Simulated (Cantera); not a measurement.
Feed: 1 mol SiH₂Cl₂, 2.7 mol HCl, 140 mol N₂, at 852 °C and 1.33 mbar.

Cantera equilibrium calculation (NASA polynomials, part measured and part estimated; ideal gas, pure solids and liquids). Candidate condensed phases: NH₄Cl, Si, Si₃N₄; 28 gas species. N₂ is the only nitrogen source here; it is nearly inert below about 1500 K, so the nitride shown seldom forms there in practice. The tables' values for SiCl₃ are old estimates; treat these amounts as uncertain. Kinetics and transport are ignored.

Base state: N₂ 0.969, HCl 0.0268, H₂ 0.00290, SiCl₄ 0.00134, SiCl₃ 9.27e-5, SiCl₂ 7.89e-5 (mole fractions); condensed: Si₃N₄(s).

What changes in the equilibrium state with this change: temperature from 852 °C to 652 °C?


```
species         before    after
-------------  -------  -------
N₂               0.969    0.969
HCl             0.0268   0.0257
H₂             0.00290  0.00345
SiCl₄          0.00134  0.00173
SiCl₂          7.89e-5  1.33e-7
SiCl₃          9.27e-5  2.40e-6
Si₃N₄(s), mol    0.261    0.250
```
